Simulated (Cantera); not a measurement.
An adiabatic, constant-volume homogeneous reactor starts with CH4 : C2H6 : O2 : N2 : CO2 = 1 : 0.12 : 1.73 : 6.5 : 2 (molar parts), at 1725 K and 5.00 bar.

Cantera simulation using GRI-Mech 3.0 (53 species, 325 reactions); the numbers are that mechanism's predictions, not measurements.

### Question
Predict: time of steepest temperature rise; temperature at 0.200 s; equilibrium temperature; x(O2) at 0.200 s; x(NO2) at 0.200 s; x(O) at 0.200 s.

### Answer
- time of steepest temperature rise: 21.3 µs
- temperature at 0.200 s: 2855 K
- equilibrium temperature: 2855 K
- x(O2) at 0.200 s: 0.00633 (gas-phase equilibrium 0.00633)
- x(NO2) at 0.200 s: 1.89e-6 (gas-phase equilibrium 1.89e-6)
- x(O) at 0.200 s: 0.00180 (gas-phase equilibrium 0.00180)
